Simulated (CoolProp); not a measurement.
Aqueous ethylene glycol as a coolant, 48 % by mass, freezing at -33.3 °C, 1 atm.

Model: Melinder's fits for secondary coolants, in CoolProp.

```csv
T (°C),conductivity (W/(m K)),Prandtl number,density (kg/m³),viscosity (mPa s)
-25,0.367,234,1081,27.6
-16.2,0.373,140,1078,16.5
-7.5,0.378,89.2,1075,10.5
1.2,0.384,59.9,1071,7.07
9.9,0.390,42.2,1067,4.98
18.6,0.395,31.0,1063,3.66
27.3,0.401,23.6,1058,2.80
36,0.406,18.6,1053,2.21
```
